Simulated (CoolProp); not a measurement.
Vapour pressure (bar) of methanol: the reference equation beside estimates from Tc = 513.4 K, pc = 82.16 bar, ω = 0.565. Clausius-Clapeyron is anchored at 323.1 K with a constant enthalpy of vaporisation of 36.14 kJ/mol.

The numbers come from the reference Helmholtz-energy equation of state, de Reuck 1993 in CoolProp.

| T (K) | reference | Lee-Kesler | Clausius-Clapeyron | Soave-Redlich-Kwong |
|---|---|---|---|---|
| 270.8 | 0.03492 | 0.02459 | 0.04134 | 0.02462 |
| 288.2 | 0.09927 | 0.07859 | 0.1089 | 0.07869 |
| 305.6 | 0.2475 | 0.2138 | 0.2572 | 0.2139 |
| 323.1 | 0.5556 | 0.5119 | 0.5556 | 0.5117 |
| 340.5 | 1.133 | 1.092 | 1.105 | 1.091 |
| 357.9 | 2.139 | 2.123 | 2.056 | 2.123 |
| 375.3 | 3.783 | 3.823 | 3.610 | 3.831 |
| 392.8 | 6.345 | 6.469 | 6.048 | 6.503 |
| 410.2 | 10.12 | 10.33 | 9.671 | 10.43 |

Absolute difference from the reference over all 9 rows, mean and median: Lee-Kesler 9.0 and 3.6 %, Clausius-Clapeyron 5.8 and 4.4 %, Soave-Redlich-Kwong 9.2 and 3.7 %.
